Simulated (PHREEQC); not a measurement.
# Phosphoric acid bath: speciation

Consider water at 25 °C with 1.5 mmol/kgw NaH2PO4 and 40 mmol/kgw H2SO4. It is in equilibrium with CO2 at log p = -2 (atm). Otherwise closed; pH follows from the charge balance.

The numbers come from PHREEQC with the ion-association model, phreeqc.dat.

Each row changes one thing in this solution. Precipitation was switched off in this run.

```
case                                             pH  ionic strength (mol/kgw)  HSO4- (mol/kgw)  SO4-2 (mol/kgw)  NaSO4- (mol/kgw)  HCO3- (mol/kgw)
---------------------------------------------  ----  ------------------------  ---------------  ---------------  ----------------  ---------------
as made                                        1.36                    0.0650           0.0276           0.0124           3.86e-5          4.30e-9
H2SO4 from 0.04 to 0.008 mol/kgw               1.98                    0.0180          0.00329          0.00469        (withheld)          1.62e-8
NaH2PO4 from 0.0015 to 0.0075 mol/kgw          1.40                    0.0676           0.0267           0.0132          0.000202          4.69e-9
diluted 2-fold with water                      1.62                (withheld)           0.0117          0.00833           1.53e-5          7.44e-9
NaH2PO4 replaced by NaBr at the same molality  1.36                (withheld)       (withheld)           0.0123        (withheld)          4.22e-9
```

Q: Some entries are withheld; supply them.

A: 
- H2SO4 from 0.04 to 0.008 mol/kgw, NaSO4- (mol/kgw): 2.07e-5
- diluted 2-fold with water, ionic strength (mol/kgw): 0.0368
- NaH2PO4 replaced by NaBr at the same molality, ionic strength (mol/kgw): 0.0660
- NaH2PO4 replaced by NaBr at the same molality, HSO4- (mol/kgw): 0.0277
- NaH2PO4 replaced by NaBr at the same molality, NaSO4- (mol/kgw): 3.80e-5
